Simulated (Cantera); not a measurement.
A freely propagating, adiabatic, planar premixed flame of H₂ : O₂ : N₂ = 1 : 0.667 : 2.51 (molar parts), equivalence ratio 0.75, unburnt at 373 K and 1.48 atm; mixture-averaged transport, grid criteria slope 0.08 and curve 0.16, no radiation.

Computed with Cantera and the H2/O2 subset of GRI-Mech 3.0, which has no nitrogen chemistry. Burning velocities carry a grid error of a few per cent, more on coarse grids.

Question: What does this change do: N2 2.51 to 2 parts?

Answer: 
| quantity | before | after |
|---|---|---|
| laminar burning velocity | 205 cm/s | 292 cm/s |
| thermal thickness | 0.220 mm | 0.203 mm |
| peak x(H₂O₂) | 8.94e-5 | 0.000102 |
| peak x(O) | 0.00859 | 0.0129 |
| peak x(HO₂) | 0.000535 | 0.000644 |

Question: What does this change do: inlet temperature 373 to 650 K?

Answer: 
```tsv
quantity	before	after
laminar burning velocity	205 cm/s	680 cm/s
thermal thickness	0.220 mm	0.274 mm
peak x(H₂O₂)	8.94e-5	1.93e-5
peak x(O)	0.00859	0.0140
peak x(HO₂)	0.000535	0.000367
```

Question: What does this change do: H2 1 to 0.76 parts?

Answer: 
| quantity | before | after |
|---|---|---|
| laminar burning velocity | 205 cm/s | 94.2 cm/s |
| thermal thickness | 0.220 mm | 0.251 mm |
| peak x(H₂O₂) | 8.94e-5 | 8.58e-5 |
| peak x(O) | 0.00859 | 0.00458 |
| peak x(HO₂) | 0.000535 | 0.000422 |
Lean hydrogen flames are cellular in practice and burn faster than this planar one.
